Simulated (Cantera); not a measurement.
**Metals in furnace atmospheres: Cu + CO + N2 + O2**

A closed system holds: 1 mol Cu, 1.3 mol CO, 5.8 mol N2, 0.32 mol O2, equilibrated at 0.0133 bar.

Method: chemical equilibrium by Gibbs-energy minimisation in Cantera with the NASA 1993 tables (ideal gas, pure condensed phases). Candidate condensed phases: C, Cu, CuO, Cu2O; 27 gas species. Kinetics and transport are ignored.

```json
[
 {"T (°C)": "877", "log p N2": "-1.96", "log p CO": "-2.91", "log p CO2": "-2.92", "log p Cu": "-8.54", "log p Cu2": "-13.35", "n Cu(s)": "1.000", "n Cu(l)": "0"},
 {"T (°C)": "927", "log p N2": "-1.96", "log p CO": "-2.91", "log p CO2": "-2.92", "log p Cu": "-7.91", "log p Cu2": "-12.46", "n Cu(s)": "1.000", "n Cu(l)": "0"},
 {"T (°C)": "977", "log p N2": "-1.96", "log p CO": "-2.91", "log p CO2": "-2.92", "log p Cu": "-7.33", "log p Cu2": "-11.64", "n Cu(s)": "1.000", "n Cu(l)": "0"},
 {"T (°C)": "1027", "log p N2": "-1.96", "log p CO": "-2.91", "log p CO2": "-2.92", "log p Cu": "-6.80", "log p Cu2": "-10.89", "n Cu(s)": "1.000", "n Cu(l)": "0"},
 {"T (°C)": "1077", "log p N2": "-1.96", "log p CO": "-2.91", "log p CO2": "-2.92", "log p Cu": "-6.31", "log p Cu2": "-10.19", "n Cu(s)": "1.000", "n Cu(l)": "0"},
 {"T (°C)": "1127", "log p N2": "-1.96", "log p CO": "-2.91", "log p CO2": "-2.92", "log p Cu": "-5.87", "log p Cu2": "-9.58", "n Cu(s)": "0", "n Cu(l)": "0.999"},
 {"T (°C)": "1177", "log p N2": "-1.96", "log p CO": "-2.91", "log p CO2": "-2.92", "log p Cu": "-5.46", "log p Cu2": "-9.02", "n Cu(s)": "0", "n Cu(l)": "0.998"},
 {"T (°C)": "1227", "log p N2": "-1.96", "log p CO": "-2.91", "log p CO2": "-2.92", "log p Cu": "-5.08", "log p Cu2": "-8.49", "n Cu(s)": "0", "n Cu(l)": "0.996"},
 {"T (°C)": "1277", "log p N2": "-1.96", "log p CO": "-2.91", "log p CO2": "-2.92", "log p Cu": "-4.73", "log p Cu2": "-8.00", "n Cu(s)": "0", "n Cu(l)": "0.990"},
 {"T (°C)": "1327", "log p N2": "-1.96", "log p CO": "-2.91", "log p CO2": "-2.92", "log p Cu": "-4.40", "log p Cu2": "-7.55", "n Cu(s)": "0", "n Cu(l)": "0.979"},
 {"T (°C)": "1377", "log p N2": "-1.97", "log p CO": "-2.91", "log p CO2": "-2.92", "log p Cu": "-4.09", "log p Cu2": "-7.12", "n Cu(s)": "0", "n Cu(l)": "0.956"},
 {"T (°C)": "1427", "log p N2": "-1.97", "log p CO": "-2.91", "log p CO2": "-2.93", "log p Cu": "-3.80", "log p Cu2": "-6.72", "n Cu(s)": "0", "n Cu(l)": "0.914"},
 {"T (°C)": "1477", "log p N2": "-1.97", "log p CO": "-2.92", "log p CO2": "-2.93", "log p Cu": "-3.52", "log p Cu2": "-6.34", "n Cu(s)": "0", "n Cu(l)": "0.837"},
 {"T (°C)": "1527", "log p N2": "-1.98", "log p CO": "-2.92", "log p CO2": "-2.94", "log p Cu": "-3.27", "log p Cu2": "-5.98", "n Cu(s)": "0", "n Cu(l)": "0.698"}
]
```
log p: log10 of the partial pressure in bar; n: condensed amount in mol.

From 877 °C to 1077 °C the condensed part is Cu(s). From 1127 °C to 1527 °C the condensed part is Cu(l). The main Cu-bearing gas is Cu throughout.
